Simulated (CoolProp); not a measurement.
Properties of cis-2-butene along the isotherm 251.85 °C.

Model: reference Helmholtz-energy equation of state, Lemmon 2005, in CoolProp. It is a short technical equation, of lower accuracy than the large ones.

```csv
p (kPa),phase,Z,cv (kJ/(kg K)),speed of sound (m/s),fugacity coefficient
1320,gas,0.9402,[?],273.8,0.9426
2650,gas,0.8772,2.179,258.8,0.8868
3970,gas,0.8123,2.201,244.2,0.8337
5300,supercritical,0.7461,2.223,230.9,0.7825
6620,supercritical,0.6825,[?],[?],0.7345
7940,supercritical,0.6262,2.263,[?],0.6897
9270,supercritical,[?],2.273,[?],0.6487
10600,supercritical,0.5614,2.274,[?],0.6125
```

**Question.** What belongs in the gaps?

**Answer.** 
- 1320, cv (kJ/(kg K)): 2.160
- 6620, cv (kJ/(kg K)): 2.245
- 6620, speed of sound (m/s): 221.1
- 7940, speed of sound (m/s): 217.5
- 9270, Z: 0.5839
- 9270, speed of sound (m/s): 223.3
- 10600, speed of sound (m/s): 240.0
